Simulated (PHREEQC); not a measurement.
Model water analysis in mmol/kgw, 20 °C, pH 2.38, pe 10.1:

```
constituent  mmol/kgw
-----------  --------
Na               3.71
K               0.906
Ca                1.3
Mg              0.581
Cl               1.59
S(6)             7.74
Al             0.0235
Fe(3)           0.158
Mn(2)         0.00317
B               0.183
Zn             0.0068
Cd            0.00111
```

Valence states are taken as typed.

The numbers come from PHREEQC with the ion-association model, phreeqc.dat.

**Question.** The ionic strength comes out as 0.0203 mol/kgw. What activity coefficients do Fe(SO4)2-, Zn+2, AlSO4+, Mg+2, Cl- get?

**Answer.** Fe(SO4)2- 0.87, Zn+2 0.58, AlSO4+ 0.87, Mg+2 0.60, Cl- 0.87.

No solid was allowed to form. The solution is supersaturated, for example in Hematite (slow to form), Goethite (slow to form), so a real one may precipitate; this is no full list.
